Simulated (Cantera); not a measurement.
An isothermal, constant-pressure homogeneous reactor starts with C2H6 : N2 = 1 : 25 (molar parts), at 1223 K and 1.00 atm.

Computed with Cantera and GRI-Mech 3.0 (53 species, 325 reactions). GRI-Mech 3.0 stops at C3 and has no aromatics, soot or wall deposition, so with more carbon than oxygen in the feed, carbon stays in small species such as C2H2 where larger ones or solid carbon would form.

Task: Predict: x(C2H6) at 20.0 s; x(CH4) at 20.0 s; x(C2H2) at 20.0 s; x(H) at 20.0 s; x(H2) at 20.0 s.

Result: x(C2H6) at 20.0 s: 4.61e-5 (gas-phase equilibrium 1.12e-5)
x(CH4) at 20.0 s: 0.0105 (gas-phase equilibrium 0.0219)
x(C2H2) at 20.0 s: 0.0221 (gas-phase equilibrium 0.00778)
x(H) at 20.0 s: 2.29e-7 (gas-phase equilibrium 5.85e-8)
x(H2) at 20.0 s: 0.0480 (gas-phase equilibrium 0.0378)
